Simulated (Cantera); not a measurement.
# Thermodynamics of silicon nitride deposition, feed SiH2Cl2 + NH3

Input: 1 mol SiH2Cl2, 2.1 mol NH3, equilibrated at 1330 Pa.

These are equilibrium values from Cantera (NASA tables, ideal gas, pure condensed phases), not measurements of a reactor. Candidate condensed phases: NH4Cl, Si, Si3N4; 28 gas species. The tables' values for SiCl3, SiCl, SiN are old estimates; treat these amounts as uncertain. Gases not in the tables: Si2H6 and higher silanes. The numbers say what is thermodynamically allowed, not how fast it happens.

From 798 K to 1698 K the condensed part is Si3N4(s). From 1798 K to 1998 K the condensed part is Si(l). The main Si-bearing gas is SiCl4 at 798 K and SiCl2 at 1998 K. The share of Si in condensed phases is highest at 1198 K (95.3 %) and lowest at 1698 K (41.2 %).

```
T (K)  log p H2  log p HCl  log p N2  log p SiCl2  log p SiCl4  log p H  n Si3N4(s)  n Si(l)
-----  --------  ---------  --------  -----------  -----------  -------  ----------  -------
798       -2.09      -2.42     -2.96       -11.25        -3.59   -12.62       0.298        0
898       -2.10      -2.39     -2.98        -9.24        -3.71   -11.01       0.306        0
998       -2.10      -2.37     -2.99        -7.64        -3.82    -9.72       0.312        0
1098      -2.10      -2.36     -3.00        -6.35        -3.92    -8.66       0.316        0
1198      -2.11      -2.36     -3.00        -5.28        -4.02    -7.77       0.318        0
1298      -2.11      -2.36     -2.99        -4.41        -4.14    -7.02       0.314        0
1398      -2.10      -2.39     -2.96        -3.74        -4.37    -6.38       0.295        0
1498      -2.10      -2.46     -2.89        -3.29        -4.81    -5.81       0.251        0
1598      -2.08      -2.59     -2.82        -3.03        -5.44    -5.32       0.192        0
1698      -2.07      -2.74     -2.76        -2.89        -6.17    -4.88       0.137        0
1798      -2.10      -2.75     -2.65        -2.91        -6.69    -4.50           0    0.416
1898      -2.10      -2.73     -2.65        -2.93        -7.10    -4.16           0    0.429
1998      -2.11      -2.72     -2.65        -2.95        -7.48    -3.85           0    0.429
```
log p: log10 of the partial pressure in bar; n: condensed amount in mol.
